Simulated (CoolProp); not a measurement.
c-C4F8 (RC318) along the isobar 3.22 MPa: density (kg/m³) from the reference equation and from simpler models built on Tc = 388.4 K, pc = 2.778 MPa, ω = 0.355; each cubic takes its own stable root.

Model: reference Helmholtz-energy equation of state, Platzer 1990, in CoolProp. This equation is an older, rougher fit; its heat capacities, sound speeds and derivatives of the liquid may be far off and weren't checked against measurements.

```json
[
 {"T (K)": "289", "phase": "liquid", "reference": "?", "van der Waals": "985.3", "Redlich-Kwong": "1396", "Soave-Redlich-Kwong": "1469"},
 {"T (K)": "304.1", "phase": "liquid", "reference": "1495", "van der Waals": "953.2", "Redlich-Kwong": "1336", "Soave-Redlich-Kwong": "?"},
 {"T (K)": "319.2", "phase": "liquid", "reference": "1434", "van der Waals": "918.2", "Redlich-Kwong": "1270", "Soave-Redlich-Kwong": "1342"},
 {"T (K)": "334.2", "phase": "liquid", "reference": "1367", "van der Waals": "879.4", "Redlich-Kwong": "1197", "Soave-Redlich-Kwong": "1265"},
 {"T (K)": "349.3", "phase": "liquid", "reference": "1290", "van der Waals": "834.9", "Redlich-Kwong": "1114", "Soave-Redlich-Kwong": "?"},
 {"T (K)": "364.4", "phase": "liquid", "reference": "1198", "van der Waals": "782.0", "Redlich-Kwong": "1015", "Soave-Redlich-Kwong": "1063"},
 {"T (K)": "379.5", "phase": "liquid", "reference": "1070", "van der Waals": "713.7", "Redlich-Kwong": "887.1", "Soave-Redlich-Kwong": "?"},
 {"T (K)": "394.5", "phase": "supercritical", "reference": "739.4", "van der Waals": "606.7", "Redlich-Kwong": "668.8", "Soave-Redlich-Kwong": "620.4"},
 {"T (K)": "409.6", "phase": "supercritical", "reference": "344.6", "van der Waals": "379.5", "Redlich-Kwong": "365.5", "Soave-Redlich-Kwong": "335.5"},
 {"T (K)": "424.7", "phase": "supercritical", "reference": "280.7", "van der Waals": "302.1", "Redlich-Kwong": "296.7", "Soave-Redlich-Kwong": "276.0"},
 {"T (K)": "439.7", "phase": "supercritical", "reference": "247.0", "van der Waals": "265.2", "Redlich-Kwong": "260.7", "Soave-Redlich-Kwong": "243.4"},
 {"T (K)": "454.8", "phase": "supercritical", "reference": "224.2", "van der Waals": "240.5", "Redlich-Kwong": "236.2", "Soave-Redlich-Kwong": "221.0"},
 {"T (K)": "469.9", "phase": "supercritical", "reference": "207.1", "van der Waals": "222.1", "Redlich-Kwong": "217.9", "Soave-Redlich-Kwong": "204.1"},
 {"T (K)": "484.9", "phase": "supercritical", "reference": "193.7", "van der Waals": "207.5", "Redlich-Kwong": "203.4", "Soave-Redlich-Kwong": "190.7"},
 {"T (K)": "500", "phase": "supercritical", "reference": "182.5", "van der Waals": "195.3", "Redlich-Kwong": "191.3", "Soave-Redlich-Kwong": "179.6"}
]
```

Complete the blanks.


- 289, reference: 1552
- 304.1, Soave-Redlich-Kwong: 1409
- 349.3, Soave-Redlich-Kwong: 1174
- 379.5, Soave-Redlich-Kwong: 913.3
